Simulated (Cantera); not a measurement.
Input (Python, Cantera) and output of one run.

```python
import numpy as np
import cantera as ct

gas_names = """
    Fe FeO Fe(OH)2 H HO2 H2 H2O H2O2 O OH O2 O3
""".split()
cond_names = """
    Fe(a) Fe(c) Fe(d) Fe(L) FeO(s) FeO(L) Fe(OH)2(s) Fe(OH)3(s) Fe2O3(s) Fe3O4(s) H2O(s) H2O(L)
""".split()


# ... load() reads the species with a 1 bar reference pressure and builds the phases ...
atoms = {
    'Fe3O4': {'Fe': 3, 'O': 4},
    'H2': {'H': 2},
}
top_T = {'Fe2O3(s)': 1830, 'Fe3O4(s)': 1870}  # K; cautious upper limits of use, not melting points


# ... equilibrate(T, P, feed) seeds the gas with the atoms and calls Mixture.equilibrate('TP', solver="vcs", rtol=1e-11, max_steps=5000) ...
results = []
feed = {'Fe3O4': 1, 'H2': 2300}  # mol
P = 18000  # Pa
for T in [950, 1025, 1100, 1175, 1250, 1325, 1400, 1475, 1550]:
    mix = equilibrate(T, P, feed)
    results.append((T, P, feed, dict(zip(mix.species_names, mix.species_moles))))

top = {s: max(r[3][s] / sum(r[3][g] for g in gas_names) for r in results) for s in gas_names}
cols = sorted((s for s in top if top[s] > 0.001), key=lambda s: -top[s])[:7]
seen = [c for c in cond_names if any(r[3].get(c, 0) > 1e-12 for r in results)]
print("log10 of partial pressures in bar; condensed amounts in mol")
print(f"{'T/K':>10s}" + "".join(f"{s[:9]:>10s}" for s in cols + seen))
for T, P, feed, n in results:
    ng = sum(n[g] for g in gas_names)
    print(f"{T:10.4g}" + "".join(f"{np.log10(max(n[s] / ng * P / 1e5, 1e-99)):10.3f}" for s in cols)
          + "".join(f"{n.get(c, 0):10.4g}" for c in seen))
```

It prints:

```
log10 of partial pressures in bar; condensed amounts in mol
       T/K        H2       H2O     Fe(a)     Fe(c)
       950    -0.745    -3.504         3         0
      1025    -0.745    -3.504         3         0
      1100    -0.745    -3.504         3         0
      1175    -0.745    -3.504         3         0
      1250    -0.745    -3.504         0         3
      1325    -0.745    -3.504         0         3
      1400    -0.745    -3.504         0         3
      1475    -0.745    -3.504         0     2.999
      1550    -0.746    -3.504         0     2.995
```

Cantera equilibrium calculation (NASA polynomials, part measured and part estimated; ideal gas, pure solids and liquids).
